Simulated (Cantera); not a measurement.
Cantera with NASA thermochemical tables; ideal gases at 1 bar, condensed phases pure. Values are per mole of reaction as written; species without (g) are pure solids or liquids, kept so even where they would boil at 1 bar.

2 Fe2O3 + 3 N(g) ⇌ 3 NO2(g) + 4 Fe

```
T (K)  ΔH° (kJ)  ΔS° (J/K)  ΔG° (kJ)  log10 K  condensed phases
-----  --------  ---------  --------  -------  ----------------
448       325.0      167.7     249.9   -29.14   Fe2O3(s), Fe(α)
648           ?          ?         ?        ?   Fe2O3(s), Fe(α)
848       293.0      117.1     193.7   -11.93   Fe2O3(s), Fe(α)
1048      289.1      112.4     171.4    -8.54   Fe2O3(s), Fe(α)
1248          ?          ?         ?        ?   Fe2O3(s), Fe(γ)
1448      280.9      106.5     126.8    -4.57   Fe2O3(s), Fe(γ)
1648      274.9      102.5     105.9    -3.36   Fe2O3(s), Fe(γ)
```

Q: Complete the blanks.

A: 
- 648, ΔH° (kJ): 309.9
- 648, ΔS° (J/K): 139.8
- 648, ΔG° (kJ): 219.3
- 648, log10 K: -17.67
- 1248, ΔH° (kJ): 289.0
- 1248, ΔS° (J/K): 112.5
- 1248, ΔG° (kJ): 148.6
- 1248, log10 K: -6.22
